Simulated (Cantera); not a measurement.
A closed system holds: 1 mol C2H4, 0.099 mol CO2, 2.3 mol N2, held at 0.900 Torr.

These are equilibrium values from Cantera (NASA tables, ideal gas, pure condensed phases), not measurements of a reactor. Candidate condensed phases: C, C6H6, C7H8, C8H18, H2O; 169 gas species. Ions and electrons are included (thermal ionisation). Rates play no part.

Question: Which condensed phases are stable at each of these points (T (K)): 2000, 2250, 2500, 2750, 3000, 3250, 3500, 3750, 4000, 4250, 4500, 4750, 5000?

Answer: 
| T (K) | condensed phases | C condensed (%) |
|---|---|---|
| 2000 | C(graphite) | 88.9 |
| 2250 | C(graphite) | 86.4 |
| 2500 | C(graphite) | 82.6 |
| 2750 | C(graphite) | 64.4 |
| 3000 | gas only | 0.0 |
| 3250 | gas only | 0.0 |
| 3500 | gas only | 0.0 |
| 3750 | gas only | 0.0 |
| 4000 | gas only | 0.0 |
| 4250 | gas only | 0.0 |
| 4500 | gas only | 0.0 |
| 4750 | gas only | 0.0 |
| 5000 | gas only | 0.0 |

From 2000 K to 2750 K the condensed part is C(graphite). From 3000 K to 5000 K nothing is condensed.
